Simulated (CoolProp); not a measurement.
Properties of carbon dioxide along the isotherm 224.2 K (Tc = 304.1 K, pc = 7.377 MPa, ω = 0.224).

Computed with CoolProp (reference Helmholtz-energy equation of state, Span 1996).

```csv
p (MPa),phase,density (kg/m³),cv (kJ/(kg K)),Joule-Thomson coefficient (K/MPa),fugacity coefficient
0.369,gas,9.162,0.6106,23.65,0.9532
0.738,liquid,1151,0.9641,-0.1147,0.8779
1.11,liquid,1152,0.9646,-0.1165,0.5881
1.48,liquid,1152,0.9650,-0.1183,0.4445
1.84,liquid,1153,0.9655,-0.1200,0.3601
2.21,liquid,1154,0.9659,-0.1217,0.3021
2.58,liquid,1155,0.9664,-0.1234,0.2608
2.95,liquid,1156,0.9668,-0.1251,0.2298
3.32,liquid,1157,0.9672,-0.1268,0.2057
3.69,liquid,1158,0.9677,-0.1284,0.1865
```
